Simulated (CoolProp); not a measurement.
Vapour-liquid equilibrium of 1-butene (1) + acetone (2) at 278 kPa; x and y are mole fractions of (1).

Computed with CoolProp (multi-fluid Helmholtz-energy mixture model, Lemmon 2005 and Lemmon 2006; pair parameters Bell 2016).

```
x     bubble temperature, mixture model (°C)  bubble temperature, Raoult's law (°C)  y, mixture model  y, Raoult's law
----  --------------------------------------  -------------------------------------  ----------------  ---------------
0.05                                    74.5                                   81.8             0.353            0.223
0.2                                     47.9                                   64.7             0.756            0.612
0.35                                    36.9                                   52.2             0.855            0.793
0.5                                     32.0                                   42.8             0.892            0.887
0.65                                    29.0                                   35.4             0.915            0.941
0.8                                     26.5                                   29.3             0.940            0.973
0.95                                    23.8                                   24.3             0.980            0.995
```

The largest gap from Raoult's law is -16.8 K in bubble temperature, at x = 0.2. No azeotrope shows between x = 0.05 and 0.95.

Pair parameters are fitted to limited data, so mixtures are less certain than the pure fluids. With so large a gap from Raoult's law the liquid may split in two, which this calculation doesn't test in full.
